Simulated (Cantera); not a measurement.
**Equilibrium for tantalum, niobium, vanadium and zirconium in process gases: Zr + H2O + N2**

Input: 1 mol Zr, 2.8 mol H2O, 6.1 mol N2, equilibrated at 2150 °C.

Cantera equilibrium calculation (NASA polynomials, part measured and part estimated; ideal gas, pure solids and liquids). Candidate condensed phases: H2O, Zr, ZrN, ZrO2; 28 gas species. Kinetics and transport are ignored.

| P (Pa) | log p N2 | log p H | log p H2 | log p O | log p H2O | log p ZrO | log p ZrO2 | log p OH | n ZrO2(tetragonal) |
|---|---|---|---|---|---|---|---|---|---|
| 0.100 | -6.37 | -6.41 | -9.31 | -6.98 | -11.88 | -7.30 | -7.68 | -9.70 | 0 |
| 1 | -5.32 | -5.37 | -7.23 | -6.19 | -9.02 | -7.37 | -6.96 | -7.88 | 0.808 |
| 10 | -4.29 | -4.43 | -5.36 | -5.32 | -6.28 | -8.24 | -6.96 | -6.07 | 0.987 |
| 100 | -3.22 | -3.70 | -3.90 | -4.85 | -4.35 | -8.72 | -6.96 | -4.87 | 0.999 |
| 1000 | -2.18 | -3.12 | -2.74 | -4.78 | -3.11 | -8.78 | -6.96 | -4.22 | 1.000 |
| 10000 | -1.17 | -2.59 | -1.68 | -4.79 | -2.06 | -8.77 | -6.96 | -3.70 | 1.000 |
| 100000 | -0.17 | -2.08 | -0.66 | -4.80 | -1.05 | -8.77 | -6.96 | -3.20 | 1.000 |
| 1000000 | 0.84 | -1.58 | 0.35 | -4.80 | -0.05 | -8.76 | -6.96 | -2.70 | 1.00 |
log p: log10 of the partial pressure in bar; n: condensed amount in mol.

At 0.000750 Torr nothing is condensed. From 0.00750 Torr to 7500 Torr the condensed part is ZrO2(tetragonal). The main Zr-bearing gas is ZrO at 0.000750 Torr and ZrO2 at 7500 Torr.
